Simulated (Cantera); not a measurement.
## Ignition delay

Mixture: CH4 : H2 : O2 : N2 = 1 : 0.72 : 3.23 : 12.2 (molar parts), at 1000000 Pa, adiabatic and at constant volume. Ignition delay is the time to a rise of 400 K.

Detailed kinetics in Cantera: GRI-Mech 3.0 (53 species, 325 reactions).

```json
[
 {"T0 (K)": "1325", "delay (ms)": "0.0731"},
 {"T0 (K)": "1400", "delay (ms)": "0.0424"},
 {"T0 (K)": "1475", "delay (ms)": "0.0262"},
 {"T0 (K)": "1550", "delay (ms)": "0.0169"},
 {"T0 (K)": "1625", "delay (ms)": "0.0113"}
]
```

```
Property                                                 Value
--------------------------------------------------  ----------
apparent activation energy between 1475 and 1625 K  110 kJ/mol
```
